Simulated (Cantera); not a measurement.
A perfectly stirred reactor is fed with 2.63 % H2, 97.4 % O2, equivalence ratio 0.013, at 8.25 Torr; it is held at 1075 K, and followed from long to short residence time.

Detailed kinetics in Cantera: GRI-Mech 3.0 (53 species, 325 reactions). Radical loss at walls, strong at low pressure, is not modelled.

x: mole fraction; the columns are a selection and need not sum to one.

| τ (s) | x H2 | x O2 | x O | x H2O2 | x HO2 | x H | x H2O |
|---|---|---|---|---|---|---|---|
| 0.38 | 0.000315 | 0.969 | 0.00385 | (withheld) | 1.82e-6 | 0.000384 | 0.0257 |
| 0.21 | 0.000444 | 0.968 | 0.00520 | (withheld) | 2.10e-6 | 0.000634 | 0.0254 |
| 0.12 | 0.000619 | 0.966 | 0.00669 | (withheld) | 2.37e-6 | 0.000982 | 0.0249 |
| 0.065 | 0.000901 | 0.964 | 0.00843 | (withheld) | 2.66e-6 | 0.00151 | 0.0242 |
| 0.036 | 0.00132 | 0.962 | 0.00998 | (withheld) | 2.92e-6 | 0.00216 | 0.0233 |
| 0.020 | 0.00195 | 0.960 | 0.0111 | (withheld) | 3.15e-6 | 0.00287 | 0.0222 |
| 0.011 | 0.00297 | 0.959 | 0.0116 | (withheld) | 3.34e-6 | 0.00355 | 0.0206 |
| 0.0062 | 0.00449 | 0.959 | 0.0113 | (withheld) | 3.45e-6 | 0.00401 | 0.0187 |
| 0.0035 | 0.00683 | 0.960 | 0.0102 | 1.63e-7 | 3.48e-6 | 0.00410 | 0.0162 |
| 0.0019 | 0.0106 | 0.962 | 0.00816 | (withheld) | 3.39e-6 | 0.00359 | 0.0126 |

Problem. Some entries are withheld; supply them.

Solution. 
- 0.38, x H2O2: 5.16e-8
- 0.21, x H2O2: 5.65e-8
- 0.12, x H2O2: 6.21e-8
- 0.065, x H2O2: 7.01e-8
- 0.036, x H2O2: 8.08e-8
- 0.020, x H2O2: 9.53e-8
- 0.011, x H2O2: 1.15e-7
- 0.0062, x H2O2: 1.39e-7
- 0.0019, x H2O2: 1.77e-7
